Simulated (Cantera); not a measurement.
Cantera run:

```python
import numpy as np
import cantera as ct

gas_names = """
    F F2 N NF NF2 NF3 N2 Si SiF SiF2 SiF3 SiF4 SiN Si2 Si2N Si3
""".split()
cond_names = """
    Si(cr) Si(L) Si3N4(a)
""".split()


# ... load() reads the species with a 1 bar reference pressure and builds the phases ...
atoms = {
    'Si': {'Si': 1},
    'F2': {'F': 2},
    'N2': {'N': 2},
}
top_T = {'Si3N4(a)': 2400}  # K; cautious upper limits of use, not melting points


# ... equilibrate(T, P, feed) seeds the gas with the atoms and calls Mixture.equilibrate('TP', solver="vcs", rtol=1e-11, max_steps=5000) ...
results = []
T = 548  # K
P = 100000  # Pa
for m in [0.5, 1.2, 1.9, 2.5, 3.2, 3.9, 4.6, 5.2, 5.9]:
    feed = {'Si': 1, 'F2': m, 'N2': 26}  # mol
    mix = equilibrate(T, P, feed)
    results.append((T, P, feed, dict(zip(mix.species_names, mix.species_moles))))

top = {s: max(r[3][s] / sum(r[3][g] for g in gas_names) for r in results) for s in gas_names}
cols = sorted((s for s in top if top[s] > 0.0001), key=lambda s: -top[s])[:6]
seen = [c for c in cond_names if any(r[3].get(c, 0) > 1e-12 for r in results)]
print("log10 of partial pressures in bar; condensed amounts in mol")
print(f"{'n(F2)':>10s}" + "".join(f"{s[:9]:>10s}" for s in cols + seen))
for T, P, feed, n in results:
    ng = sum(n[g] for g in gas_names)
    print(f"{feed['F2']:10.4g}" + "".join(f"{np.log10(max(n[s] / ng * P / 1e5, 1e-99)):10.3f}" for s in cols)
          + "".join(f"{n.get(c, 0):10.4g}" for c in seen))
```

It prints:

```
log10 of partial pressures in bar; condensed amounts in mol
     n(F2)        N2       NF3      SiF4  Si3N4(a)
       0.5    -0.004   -92.675    -2.013      0.25
       1.2    -0.010   -92.402    -1.642    0.1333
       1.9    -0.016   -92.266    -1.452   0.01667
       2.5    -0.022    -1.912    -1.434         0
       3.2    -0.030    -1.535    -1.438         0
       3.9    -0.037    -1.339    -1.441         0
       4.6    -0.045    -1.206    -1.445         0
       5.2    -0.051    -1.119    -1.448         0
       5.9    -0.059    -1.037    -1.452         0
```

These are equilibrium values from Cantera (NASA tables, ideal gas, pure condensed phases), not measurements of a reactor. N2 is the only nitrogen source here; it is nearly inert below about 1500 K, so the nitride shown seldom forms there in practice.
